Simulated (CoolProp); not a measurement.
Saturation properties of nitrous oxide (Tc = 309.5 K, pc = 7.245 MPa, ω = 0.161).

Model: reference Helmholtz-energy equation of state, Lemmon 2006, in CoolProp. It is a short technical equation, of lower accuracy than the large ones.

| T (K) | p (MPa) | vapour density (kg/m³) | enthalpy of vaporisation (kJ/kg) | surface tension (mN/m) |
|---|---|---|---|---|
| 190.9 | 0.1449 | 4.159 | 367.2 | 22.3 |
| 205.1 | 0.2991 | 8.182 | ___ | 19.2 |
| 219.3 | 0.5557 | 14.69 | 331.4 | ___ |
| 233.5 | 0.9505 | 24.66 | 310.5 | 13.1 |
| 247.7 | 1.522 | 39.41 | 286.7 | ___ |
| 261.9 | 2.312 | 60.96 | 258.8 | 7.44 |
| 276.1 | 3.365 | 92.97 | 225.0 | 4.86 |
| 290.3 | ___ | 143.8 | 180.9 | 2.50 |
| 304.5 | 6.495 | 248.9 | 108.3 | 0.496 |

### Question
Fill in the missing entries.

### Answer

- 205.1, enthalpy of vaporisation (kJ/kg): 350.1
- 219.3, surface tension (mN/m): 16.1
- 247.7, surface tension (mN/m): 10.2
- 290.3, p (MPa): 4.734

It boils at 184.7 K under 1 atm.

Surface tension comes from a separate correlation (Mulero 2012).
